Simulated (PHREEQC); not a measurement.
PHREEQC input (Pitzer model, pitzer.dat):

```
SOLUTION 1
  temp 25
  units mol/kgw
  pH 7 charge
  S(6) 0.0039
  Na 0.0218
  Cl 0.014
END
USE solution 1
INCREMENTAL_REACTIONS false
REACTION 1
  H2O -1
  0 9.886 18.011 24.689 30.178 34.689 38.397 41.444
  43.949 46.007 47.699 49.089 50.232 51.172 51.944 52.578
  53.1 53.528 53.88 54.17 54.408 54.603 54.764 54.896
  55.005 55.094 55.168 55.228 moles
EQUILIBRIUM_PHASES 1
  Halite 0 0
  Mirabilite 0 0
  Thenardite 0 0
SELECTED_OUTPUT 1
  -reset false
  -pH true
  -pe true
  -ionic_strength true
  -water true
  -activities H2O
  -totals Cl Na S
  -molalities H+ Na+ Cl- SO4-2 OH- HSO4-
  -equilibrium_phases Halite Mirabilite Thenardite
PRINT
  -reset false
END
```

Selected output (columns that matter, 18 of 28 rows; water left (kg) added in front):

```
water left (kg)	pH	mu	Cl	Na	S	m_H+	m_Na+	m_Cl-	m_SO4-2	m_OH-	la_H2O
1	7.0357	0.0257	0.014	0.0218	0.0039	1.0779e-07	0.0218	0.014	0.0039	1.2868e-07	-0.00029137
0.675514	7.0463	0.038045	0.020725	0.032272	0.0057734	1.08e-07	0.032272	0.020725	0.0057734	1.3557e-07	-0.00042703
0.555203	7.0522	0.046289	0.025216	0.039265	0.0070245	1.0807e-07	0.039265	0.025216	0.0070244	1.3953e-07	-0.00051688
0.375043	7.0651	0.068526	0.037329	0.058127	0.010399	1.0813e-07	0.058127	0.037329	0.010399	1.4856e-07	-0.00075681
0.30824	7.072	0.083377	0.045419	0.070724	0.012652	1.0812e-07	0.070724	0.045419	0.012652	1.5367e-07	-0.00091564
0.208215	7.0863	0.12343	0.067238	0.1047	0.018731	1.0807e-07	0.1047	0.067238	0.018731	1.6505e-07	-0.0013401
0.140655	7.1008	0.18272	0.099534	0.15499	0.027727	1.0794e-07	0.15499	0.099534	0.027727	1.7796e-07	-0.0019617
0.115613	7.1079	0.22229	0.12109	0.18856	0.033733	1.0783e-07	0.18856	0.12109	0.033733	1.8494e-07	-0.0023738
0.0780853	7.1212	0.32913	0.17929	0.27918	0.049945	1.0746e-07	0.27918	0.17929	0.049945	1.9973e-07	-0.0034792
0.0641769	7.1271	0.40046	0.21815	0.33969	0.06077	1.0715e-07	0.33969	0.21815	0.060769	2.0741e-07	-0.0042139
0.0433504	7.1367	0.59284	0.32295	0.50288	0.089965	1.0603e-07	0.50288	0.32295	0.089964	2.2287e-07	-0.0061906
0.0356396	7.1401	0.72111	0.39282	0.61168	0.10943	1.0509e-07	0.61168	0.39282	0.10943	2.3037e-07	-0.0075088
0.0240733	7.1431	1.0676	0.58156	0.90557	0.16201	1.0188e-07	0.90557	0.58156	0.16201	2.441e-07	-0.01109
0.0162724	7.14	1.5794	0.86035	1.3397	0.23967	9.5815e-08	1.3397	0.86035	0.23967	2.546e-07	-0.016487
0.0133718	7.1359	1.922	1.047	1.6303	0.29166	9.1146e-08	1.6303	1.047	0.29166	2.5805e-07	-0.020203
0.00902992	7.1222	2.8461	1.5504	2.4142	0.4319	7.7345e-08	2.4142	1.5504	0.4319	2.6021e-07	-0.030778
0.0074265	7.1131	3.4606	1.8851	2.9354	0.52515	6.7936e-08	2.9354	1.8851	0.52515	2.5874e-07	-0.03834
0.00501235	7.0937	5.1273	2.7931	4.3493	0.77808	4.459e-08	4.3493	2.7931	0.77808	2.5161e-07	-0.061406
```
